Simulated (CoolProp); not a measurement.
Values from CoolProp's reference Helmholtz-energy equation of state, Thol 2018.

Q: For hydrogen chloride, give the phase and the speed of sound (m/s), Joule-Thomson coefficient (K/MPa) at 396.85 °C and 17.6 bar; 396.85 °C and 60.5 bar.

A: 
- 396.85 °C and 17.6 bar: gas; speed of sound 461, Joule-Thomson coefficient 3.20
- 396.85 °C and 60.5 bar: gas; speed of sound 463, Joule-Thomson coefficient 2.92
